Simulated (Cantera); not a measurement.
Charge: 1 mol Pb, 1.3 mol O2, 0.72 mol N2, at 923 K and 0.173 Torr.

Method: chemical equilibrium by Gibbs-energy minimisation in Cantera with the NASA 1993 tables (ideal gas, pure condensed phases). Candidate condensed phases: Pb, PbO, PbO2, Pb3O4; 12 gas species. Kinetics and transport are ignored.

Base state: O2 0.526, N2 0.474, PbO 8.20e-5, NO 1.53e-5 (mole fractions); condensed: PbO(yellow).

Task: What changes in the equilibrium state with this change: Pb replaced by Fe(CO)5?

Result: 
```tsv
species	before	after
CO	0	0.594
CO2	0	0.280
N2	0.474	0.126
O2	0.526	<1e-9
PbO	8.20e-5	0
NO	1.53e-5	<1e-9
PbO(yellow), mol	1.000	0
FeO(s), mol	0	1.00
```
The tables' stoichiometric FeO is somewhat more stable than real wüstite, so its field is too wide. FeO: taken at fixed stoichiometry. Further candidate phases: C, Fe, Fe(CO)5, FeO, Fe2O3, Fe3O4.
